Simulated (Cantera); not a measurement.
What does this Cantera script print?

```python
import numpy as np
import cantera as ct

gas = ct.Solution("SiF4_NH3_mec.yaml", "gas")
gas.TPX = 1925, 29000, {'NH3': 1, 'H2': 3.6}
inlet = ct.Reservoir(gas, clone=True)

reactor = ct.IdealGasConstPressureReactor(gas, energy="off", clone=False)
exhaust = ct.Reservoir(gas, clone=True)
tau = [0.42, 0.2, 0.099, 0.048, 0.023, 0.011, 0.0054, 0.0026][0]
for a, b in ((inlet, reactor), (reactor, exhaust)):
    ct.MassFlowController(a, b, mdot=lambda t: reactor.mass / tau)
net = ct.ReactorNet([reactor])
show = ['NH3', 'H2', 'N2', 'N2H4', 'N']

rows = []
print(f"{'tau/s':>10s}{'T/K':>9s}" + "".join(f"{s:>11s}" for s in show))
for tau in [0.42, 0.2, 0.099, 0.048, 0.023, 0.011, 0.0054, 0.0026]:
    net.initial_time = 0.0
    net.advance(30 * tau)
    before = gas.X
    net.advance(40 * tau)
    drift = np.max(np.abs(gas.X - before) / (gas.X + 1e-9))
    rows.append([gas.T, *gas[show].X, drift])
    print(f"{tau:10.3e}{gas.T:9.1f}" + "".join(f"{x:11.3e}" for x in gas[show].X))
```

Result:

```
     tau/s      T/K        NH3         H2         N2       N2H4          N
 4.200e-01   1925.0  9.702e-02  8.529e-01  4.933e-02  8.476e-09  4.003e-07
 2.000e-01   1925.0  1.355e-01  8.303e-01  3.351e-02  1.325e-08  3.970e-07
 9.900e-02   1925.0  1.669e-01  8.118e-01  2.060e-02  1.743e-08  3.916e-07
 4.800e-02   1925.0  1.895e-01  7.985e-01  1.129e-02  2.045e-08  3.838e-07
 2.300e-02   1925.0  2.032e-01  7.904e-01  5.671e-03  2.199e-08  3.711e-07
 1.100e-02   1925.0  2.105e-01  7.861e-01  2.657e-03  2.208e-08  3.476e-07
 5.400e-03   1925.0  2.141e-01  7.840e-01  1.180e-03  2.070e-08  3.054e-07
 2.600e-03   1925.0  2.160e-01  7.830e-01  4.420e-04  1.725e-08  2.296e-07
```

Detailed kinetics in Cantera: the gas-phase N/H chemistry of the illustrative SiF4/NH3 mechanism in the Surface Chemkin manual (1991). Walls and surfaces, which speed up NH3 decomposition in real reactors, are not modelled.
